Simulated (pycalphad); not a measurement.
Computed with pycalphad from the COST 507 light-alloy database (1999), at 1 atm. These are 1990s assessments: newer ones move some temperatures and phases. Amounts are mole fractions of atoms. Diffusion is slow at the low end, where real alloys seldom reach equilibrium.

Problem. Give the equilibrium state of Ti-0.406Si (wt.%) at 287 °C.

Solution. hcp, fraction 0.983, with 0.16 Si wt.%; SITI3, fraction 0.017, with 16.4 Si wt.%.

Problem. Give the equilibrium state of Ti-0.406Si (wt.%) at 1607 °C.

Solution. bcc, fraction 0.920, with 0.26 Si wt.%; liquid, fraction 0.080, with 2.1 Si wt.%.

Database names, with the compositions (at.%) that they take in these runs: SITI3: Ti 75 Si 25.
